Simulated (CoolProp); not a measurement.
The fluoroketone C6F12O (FK-5-1-12) at 301.74 K and 0.0283 MPa is compressed adiabatically to 0.0908 MPa with isentropic efficiency 0.8. Each further row changes one setting.

Model: reference Helmholtz-energy equation of state, McLinden 2015, in CoolProp.

```json
[
 {"case": "as stated", "work (kJ/kg)": "…", "final phase": "…", "final density (kg/m³)": "…"},
 {"case": "efficiency 1", "work (kJ/kg)": "…", "final phase": "two-phase, vapour fraction 0.946", "final density (kg/m³)": "…"},
 {"case": "efficiency 0.65", "work (kJ/kg)": "13.9", "final phase": "gas", "final density (kg/m³)": "…"}
]
```

Q: Complete the blanks.

A: 
- as stated, work (kJ/kg): 11.3
- as stated, final phase: two-phase, vapour fraction 0.971
- as stated, final density (kg/m³): 11.8
- efficiency 1, work (kJ/kg): 9.02
- efficiency 1, final density (kg/m³): 12.2
- efficiency 0.65, final density (kg/m³): 11.5
